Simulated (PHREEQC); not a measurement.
Make-up at 25 °C: 0.21 mol/kgw HCl, 0.18 mol/kgw MnSO4 and 0.0002 mol/kgw Na2SO4. Closed to the air; pH follows from the charge balance.

Computed with PHREEQC (ion-association model, phreeqc.dat).

Task: The ionic strength comes out as 0.533 mol/kgw. What activity coefficients do H+, Na+, Mn+2, Cl-, MnCl+ get?

Result: H+ 0.76, Na+ 0.72, Mn+2 0.24, Cl- 0.65, MnCl+ 0.68.

This is a speciation only: nothing precipitates in the calculation.
